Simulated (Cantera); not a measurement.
# Thermodynamics of boron, boron nitride and boron oxide, feed BCl3 + H2O + N2

Feed: 1 mol BCl3, 8 mol H2O, 19 mol N2, equilibrated at 0.00610 bar.

These are equilibrium values from Cantera (NASA tables, ideal gas, pure condensed phases), not measurements of a reactor. Candidate condensed phases: B, BN, B2O3, B3O3H3, H2O, NH4Cl; 49 gas species. The tables' values for BOCl are old estimates; treat these amounts as uncertain. Gases not in the tables: H3BO3. Equilibrium is a limit: real reactors are often held back by kinetics, nucleation or transport.

From 602 °C to 1002 °C the condensed part is B2O3(l). From 1102 °C to 1902 °C nothing is condensed.

```csv
T (°C),log p N2,log p H2O,log p HCl,log p HBO2,log p H2,log p Cl,log p H,log p OH,n B2O3(l)
602,-2.39,-2.86,-3.19,-7.32,-9.00,-9.00,<-14,-11.79,0.480
702,-2.39,-2.86,-3.19,-6.24,-8.23,-8.05,-13.06,-10.43,0.487
802,-2.39,-2.86,-3.19,-5.38,-7.53,-7.31,-11.60,-9.35,0.483
902,-2.39,-2.86,-3.19,-4.67,-6.92,-6.70,-10.37,-8.47,0.445
1002,-2.39,-2.87,-3.20,-4.08,-6.39,-6.20,-9.33,-7.74,0.301
1102,-2.40,-2.90,-3.20,-3.68,-5.94,-5.78,-8.44,-7.14,0
1202,-2.40,-2.90,-3.20,-3.68,-5.54,-5.41,-7.66,-6.60,0
1302,-2.40,-2.90,-3.21,-3.68,-5.19,-5.09,-6.97,-6.13,0
1402,-2.40,-2.90,-3.21,-3.69,-4.87,-4.82,-6.37,-5.72,0
1502,-2.40,-2.90,-3.22,-3.69,-4.60,-4.58,-5.84,-5.35,0
1602,-2.40,-2.91,-3.23,-3.70,-4.35,-4.36,-5.36,-5.03,0
1702,-2.40,-2.92,-3.25,-3.71,-4.13,-4.18,-4.93,-4.74,0
1802,-2.41,-2.94,-3.28,-3.72,-3.94,-4.02,-4.54,-4.49,0
1902,-2.41,-2.97,-3.32,-3.74,-3.77,-3.88,-4.20,-4.27,0
```
log p: log10 of the partial pressure in bar; n: condensed amount in mol.
